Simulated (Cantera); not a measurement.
MgO + HCl (oxide etching and cleaning by halides)

A closed system holds: 1 mol MgO, 2.7 mol HCl, held at 1525 K and 10.0 Torr.

These are equilibrium values from Cantera (NASA tables, ideal gas, pure condensed phases), not measurements of a reactor. Candidate condensed phases: H2O, Mg, MgCl2, MgO, Mg(OH)2; 22 gas species. Kinetics and transport are ignored.

```
Property                             Result
--------------------------------  ---------
x(HCl)                                0.854
x(MgCl2)                             0.0702
x(H2O)                               0.0702
x(Cl)                               0.00338
x(H2)                               0.00173
x(Cl2)                              3.21e-5
x(OH)                               1.07e-5
x(H)                                8.51e-6
n(MgO(s))                         0.810 mol
gas amount                        2.705 mol
log10 activity of Mg(l) (absent)     -10.84
```
